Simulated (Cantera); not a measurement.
Cantera run:

```python
import numpy as np
import cantera as ct

gas_names = """
    CL CL2 H HCL H2 Si SiCL SiCL2 SiCL3 SiCL4 SiH SiHCL3 SiH2 SiH2CL2 SiH3 SiH3CL SiH4 Si2 Si3
""".split()
cond_names = """
    Si(cr) Si(L)
""".split()


# ... load() reads the species with a 1 bar reference pressure and builds the phases ...
atoms = {
    'SiCl4': {'Si': 1, 'CL': 4},
    'HCl': {'H': 1, 'CL': 1},
    'H2': {'H': 2},
}
top_T = {}  # K; cautious upper limits of use, not melting points


# ... equilibrate(T, P, feed) seeds the gas with the atoms and calls Mixture.equilibrate('TP', solver="vcs", rtol=1e-11, max_steps=5000) ...
results = []
P = 13332.2  # Pa
for T in [1898, 1948, 1998, 2048, 2098, 2148, 2198, 2248, 2298]:
    for m in [14, 23, 36, 56, 88, 140, 220, 340, 540]:
        feed = {'SiCl4': 1, 'HCl': 4.3, 'H2': m}  # mol
        mix = equilibrate(T, P, feed)
        results.append((T, P, feed, dict(zip(mix.species_names, mix.species_moles))))

for T, P, feed, n in results:
    print(f"{T:7g} {feed['H2']:10.4g}  " + (" + ".join(c for c in cond_names if n.get(c, 0) > 1e-12) or "gas only"))
```

Result:

```
   1898         14  gas only
   1898         23  gas only
   1898         36  gas only
   1898         56  gas only
   1898         88  gas only
   1898        140  Si(L)
   1898        220  Si(L)
   1898        340  Si(L)
   1898        540  Si(L)
   1948         14  gas only
   1948         23  gas only
   1948         36  gas only
   1948         56  gas only
   1948         88  gas only
   1948        140  Si(L)
   1948        220  Si(L)
   1948        340  Si(L)
   1948        540  Si(L)
   1998         14  gas only
   1998         23  gas only
   1998         36  gas only
   1998         56  gas only
   1998         88  gas only
   1998        140  Si(L)
   1998        220  Si(L)
   1998        340  Si(L)
   1998        540  Si(L)
   2048         14  gas only
   2048         23  gas only
   2048         36  gas only
   2048         56  gas only
   2048         88  gas only
   2048        140  Si(L)
   2048        220  Si(L)
   2048        340  Si(L)
   2048        540  Si(L)
   2098         14  gas only
   2098         23  gas only
   2098         36  gas only
   2098         56  gas only
   2098         88  gas only
   2098        140  Si(L)
   2098        220  Si(L)
   2098        340  Si(L)
   2098        540  gas only
   2148         14  gas only
   2148         23  gas only
   2148         36  gas only
   2148         56  gas only
   2148         88  gas only
   2148        140  gas only
   2148        220  gas only
   2148        340  gas only
   2148        540  gas only
   2198         14  gas only
   2198         23  gas only
   2198         36  gas only
   2198         56  gas only
   2198         88  gas only
   2198        140  gas only
   2198        220  gas only
   2198        340  gas only
   2198        540  gas only
   2248         14  gas only
   2248         23  gas only
   2248         36  gas only
   2248         56  gas only
   2248         88  gas only
   2248        140  gas only
   2248        220  gas only
   2248        340  gas only
   2248        540  gas only
   2298         14  gas only
   2298         23  gas only
   2298         36  gas only
   2298         56  gas only
   2298         88  gas only
   2298        140  gas only
   2298        220  gas only
   2298        340  gas only
   2298        540  gas only
```

These are equilibrium values from Cantera (NASA tables, ideal gas, pure condensed phases), not measurements of a reactor. The tables' values for SiCl3 are old estimates.
